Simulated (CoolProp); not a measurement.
Vapour-liquid equilibrium of methanol (1) + water (2) at 336.4 K; x and y are mole fractions of (1).

Values from CoolProp's multi-fluid Helmholtz-energy mixture model, de Reuck 1993 and Wagner 2002; pair parameters Bell 2016.

**Question.** Give the bubble pressure and the first vapour's composition at x = 0.05, 0.35, 0.55. Is there an azeotrope?

**Answer.** x = 0.05: 0.2960 bar, y = 0.247; x = 0.35: 0.5730 bar, y = 0.712; x = 0.55: 0.7031 bar, y = 0.821. No azeotrope shows between x = 0.05 and 0.95.

Pair parameters are fitted to limited data, so mixtures are less certain than the pure fluids.
